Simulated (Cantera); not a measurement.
**Catalytic combustion on Pt**

An isothermal plug-flow reactor at 950 K and 2.10 bar (inlet), inlet velocity 0.11 m/s, active area per volume 160 1/m; feed 0.444 % CH₄, 4.80 % O₂, 94.8 % N₂, equivalence ratio 0.18.

Cantera simulation using Deutschmann's 1995 Pt surface mechanism with GRI-Mech 3.0 gas chemistry; the numbers are that mechanism's predictions, not measurements. Catalytic surfaces can have several steady states; this one follows from the mechanism file's or the stated starting coverage. Mass transfer to the wall is taken as infinitely fast.

| z (m) | x CH₄ | x O₂ | x H₂O | x CO₂ | x CO | θ free Pt | θ O* | θ OH* |
|---|---|---|---|---|---|---|---|---|
| 0.00014 | 0.00441 | 0.0479 | 6.29e-5 | 3.01e-5 | 1.31e-6 | 0.148 | 0.851 | 0.000265 |
| 0.00024 | 0.00438 | 0.0479 | 0.000108 | 5.22e-5 | 1.55e-6 | 0.148 | 0.851 | 0.000324 |
| 0.0004 | 0.00435 | 0.0478 | 0.000179 | 8.77e-5 | 1.64e-6 | 0.148 | 0.851 | 0.000400 |
| 0.00067 | 0.00429 | 0.0477 | 0.000297 | 0.000147 | 1.64e-6 | 0.148 | 0.851 | 0.000502 |
| 0.0011 | 0.00420 | 0.0475 | 0.000483 | 0.000240 | 1.61e-6 | 0.149 | 0.851 | 0.000629 |
| 0.0019 | 0.00403 | 0.0472 | 0.000819 | 0.000408 | 1.54e-6 | 0.149 | 0.850 | 0.000810 |
| 0.0031 | 0.00379 | 0.0467 | 0.00130 | 0.000648 | 1.45e-6 | 0.149 | 0.850 | 0.00102 |
| 0.0052 | 0.00340 | 0.0459 | 0.00208 | 0.00104 | 1.31e-6 | 0.149 | 0.849 | 0.00128 |
| 0.0087 | 0.00283 | 0.0448 | 0.00321 | 0.00160 | 1.09e-6 | 0.150 | 0.848 | 0.00159 |
| 0.014 | 0.00214 | 0.0434 | 0.00459 | 0.00229 | 8.28e-7 | 0.151 | 0.847 | 0.00190 |
x: gas mole fraction; θ: surface coverage.
